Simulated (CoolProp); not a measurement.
Values from CoolProp's reference Helmholtz-energy equation of state, Thol 2017.

Question: Give the vapour pressure (bar), liquid cp (kJ/(kg K)), vapour Z of saturated octamethyltrisiloxane (MDM) at 5.15, 19.15, 75.35 °C.

Answer: 
```tsv
T (°C)	p (bar)	liquid cp (kJ/(kg K))	vapour Z
5.15	0.00121	1.74	1.000
19.15	0.00337	1.77	0.999
75.35	0.0744	1.91	0.989
```
